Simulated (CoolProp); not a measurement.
Properties of neopentane along the isotherm 478.9 K (Tc = 433.7 K, pc = 31.96 bar, ω = 0.196).

The numbers come from the reference Helmholtz-energy equation of state, Lemmon 2006 in CoolProp. It is a short technical equation, of lower accuracy than the large ones.

```json
[
 {"p (bar)": "1.33", "phase": "gas", "density (kg/m³)": "2.435", "cp (kJ/(kg K))": "2.511", "cv (kJ/(kg K))": "2.390", "expansivity (1/kK)": "2.159"},
 {"p (bar)": "2.66", "phase": "gas", "density (kg/m³)": "4.921", "cp (kJ/(kg K))": "2.519", "cv (kJ/(kg K))": "2.392", "expansivity (1/kK)": "2.235"},
 {"p (bar)": "4", "phase": "gas", "density (kg/m³)": "7.481", "cp (kJ/(kg K))": "2.528", "cv (kJ/(kg K))": "2.395", "expansivity (1/kK)": "2.315"},
 {"p (bar)": "5.33", "phase": "gas", "density (kg/m³)": "10.08", "cp (kJ/(kg K))": "2.537", "cv (kJ/(kg K))": "2.397", "expansivity (1/kK)": "2.400"},
 {"p (bar)": "6.66", "phase": "gas", "density (kg/m³)": "12.74", "cp (kJ/(kg K))": "2.547", "cv (kJ/(kg K))": "2.400", "expansivity (1/kK)": "2.490"},
 {"p (bar)": "7.99", "phase": "gas", "density (kg/m³)": "15.46", "cp (kJ/(kg K))": "2.557", "cv (kJ/(kg K))": "2.402", "expansivity (1/kK)": "2.585"},
 {"p (bar)": "9.32", "phase": "gas", "density (kg/m³)": "18.25", "cp (kJ/(kg K))": "2.568", "cv (kJ/(kg K))": "2.405", "expansivity (1/kK)": "2.687"},
 {"p (bar)": "10.7", "phase": "gas", "density (kg/m³)": "21.22", "cp (kJ/(kg K))": "2.580", "cv (kJ/(kg K))": "2.408", "expansivity (1/kK)": "2.800"},
 {"p (bar)": "12", "phase": "gas", "density (kg/m³)": "24.09", "cp (kJ/(kg K))": "2.592", "cv (kJ/(kg K))": "2.411", "expansivity (1/kK)": "2.914"},
 {"p (bar)": "13.3", "phase": "gas", "density (kg/m³)": "27.04", "cp (kJ/(kg K))": "2.606", "cv (kJ/(kg K))": "2.414", "expansivity (1/kK)": "3.036"},
 {"p (bar)": "14.6", "phase": "gas", "density (kg/m³)": "30.07", "cp (kJ/(kg K))": "2.620", "cv (kJ/(kg K))": "2.417", "expansivity (1/kK)": "3.166"},
 {"p (bar)": "16", "phase": "gas", "density (kg/m³)": "33.43", "cp (kJ/(kg K))": "2.636", "cv (kJ/(kg K))": "2.420", "expansivity (1/kK)": "3.317"}
]
```
